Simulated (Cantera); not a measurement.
An adiabatic, constant-pressure homogeneous reactor starts with H2 : O2 : N2 = 1 : 0.278 : 1.04 (molar parts), at 1625 K and 1.78 atm. Integrator tolerance rtol = 1e-08.

Cantera simulation using the H2/O2 subset of GRI-Mech 3.0, which has no nitrogen chemistry; the numbers are that mechanism's predictions, not measurements.

Q: What does this change do: N2 1.04 to 1.7 parts?

A: 
| quantity | before | after |
|---|---|---|
| time of steepest temperature rise | 5.32 µs | 6.89 µs |
| temperature at 2.00 s | 2917 K | 2752 K |
| equilibrium temperature | 2917 K | 2752 K |
| x(H2) at 2.00 s | 0.202 (gas-phase equilibrium 0.202) | 0.156 (gas-phase equilibrium 0.156) |
| x(O2) at 2.00 s | 0.000935 (gas-phase equilibrium 0.000935) | 0.000285 (gas-phase equilibrium 0.000285) |
| x(O) at 2.00 s | 0.00194 (gas-phase equilibrium 0.00194) | 0.000568 (gas-phase equilibrium 0.000568) |
| x(HO2) at 2.00 s | 1.13e-6 (gas-phase equilibrium 1.13e-6) | 2.97e-7 (gas-phase equilibrium 2.97e-7) |
| x(H2O) at 2.00 s | 0.245 (gas-phase equilibrium 0.245) | 0.195 (gas-phase equilibrium 0.195) |
| x(H2O2) at 2.00 s | 1.53e-7 (gas-phase equilibrium 1.53e-7) | 5.10e-8 (gas-phase equilibrium 5.10e-8) |
| x(H) at 2.00 s | 0.0410 (gas-phase equilibrium 0.0410) | 0.0205 (gas-phase equilibrium 0.0205) |
